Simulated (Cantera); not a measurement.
Mixture: CH4 : O2 : N2 = 1 : 2.15 : 8.09 (molar parts), equivalence ratio 0.93, at 2.47 atm, adiabatic and at constant volume. Ignition delay is the time to a rise of 400 K.

Computed with Cantera and GRI-Mech 3.0 (53 species, 325 reactions).

Task: What does this change do: constant pressure in place of constant volume?

Result: 
```json
[
 {"quantity": "delay at 1175 K", "before": "26.0 ms", "after": "27.2 ms"},
 {"quantity": "delay at 1275 K", "before": "6.86 ms", "after": "7.23 ms"},
 {"quantity": "delay at 1375 K", "before": "2.05 ms", "after": "2.17 ms"},
 {"quantity": "delay at 1475 K", "before": "0.688 ms", "after": "0.731 ms"},
 {"quantity": "delay at 1575 K", "before": "0.261 ms", "after": "0.277 ms"},
 {"quantity": "delay at 1675 K", "before": "0.112 ms", "after": "0.120 ms"},
 {"quantity": "delay at 1775 K", "before": "54.5 µs", "after": "58.2 µs"},
 {"quantity": "apparent activation energy between 1575 and 1775 K", "before": "180 kJ/mol", "after": "180 kJ/mol"}
]
```

Task: What does this change do: pressure from 2.47 atm to 4.93 atm?

Result: 
| quantity | before | after |
|---|---|---|
| delay at 1175 K | 26.0 ms | 12.8 ms |
| delay at 1275 K | 6.86 ms | 3.59 ms |
| delay at 1375 K | 2.05 ms | 1.13 ms |
| delay at 1475 K | 0.688 ms | 0.392 ms |
| delay at 1575 K | 0.261 ms | 0.150 ms |
| delay at 1675 K | 0.112 ms | 64.2 µs |
| delay at 1775 K | 54.5 µs | 30.5 µs |
| apparent activation energy between 1575 and 1775 K | 180 kJ/mol | 190 kJ/mol |
